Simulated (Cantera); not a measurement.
Charge: 1 mol Ta2O5, 3.2 mol CO, at 2100 °C and 80.0 mbar.

Method: chemical equilibrium by Gibbs-energy minimisation in Cantera with the NASA 1993 tables (ideal gas, pure condensed phases). Candidate condensed phases: C, Ta, TaC, Ta2O5; 15 gas species. Equilibrium is a limit: real reactors are often held back by kinetics, nucleation or transport.

Base state: CO 0.997, TaO2 0.00175, CO2 0.00133, TaO 0.000304 (mole fractions); condensed: Ta2O5(l).

Q: What changes in the equilibrium state with this change: temperature from 2100 °C to 1252 °C?

A: 
```
species          before     after
-------------  --------  --------
CO                0.997     0.999
CO2             0.00133   0.00101
TaO2            0.00175     <1e-9
TaO            0.000304     <1e-9
Ta2O5(l), mol     0.997         0
TaC(s), mol           0  0.000920
Ta2O5(s), mol         0     1.000
```
Mutual solubility and eutectic melting of coexisting phases are not modelled. TaC: taken at fixed stoichiometry. Condensed phases not in the tables: Ta2C.

Q: What changes in the equilibrium state with this change: 0.058 mol O2 added?

A: 
```tsv
species	before	after
CO	0.997	0.963
CO2	0.00133	0.0363
TaO2	0.00175	0.000328
TaO	0.000304	2.02e-6
O	2.26e-6	6.42e-5
Ta2O5(l), mol	0.997	0.999
```

Q: What changes in the equilibrium state with this change: temperature from 2100 °C to 1450 °C?

A: 
| species | before | after |
|---|---|---|
| CO | 0.997 | 0.999 |
| CO2 | 0.00133 | 0.000993 |
| TaO2 | 0.00175 | 1.68e-8 |
| TaO | 0.000304 | <1e-9 |
| Ta2O5(l), mol | 0.997 | 0 |
| TaC(s), mol | 0 | 0.000908 |
| Ta2O5(s), mol | 0 | 1.000 |
Mutual solubility and eutectic melting of coexisting phases are not modelled. TaC: taken at fixed stoichiometry. Condensed phases not in the tables: Ta2C.
